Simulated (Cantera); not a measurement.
## Equilibrium for aluminium nitride and oxide growth: Al(CH3)3 + N2

A closed system holds: 1 mol Al(CH3)3, 2.1 mol N2, equilibrated at 1477 °C and 0.100 bar.

Equilibrium computed with Cantera from the NASA thermochemical tables; the gas is ideal and each condensed phase is pure. Candidate condensed phases: Al, AlN, C, C6H6, C7H8, C8H18; 97 gas species. The feed counts by its element totals alone. Rates play no part.

* **x(H2)**: 0.736
* **x(N2)**: 0.261
* **x(HCN)**: 0.00209
* **x(H)**: 0.000631
* **x(C2H2 (acetylene))**: 8.46e-5
* **x(HNC)**: 7.08e-5
* **x(CH4)**: 4.95e-5
* **x(Al)**: 5.55e-6
* **x(NH3)**: 1.05e-6
* **n(AlN(s))**: 1.000 mol
* **n(C(graphite))**: 2.99 mol
* **gas amount**: 6.102 mol
* **log10 activity of Al(l) (absent)**: -2.90
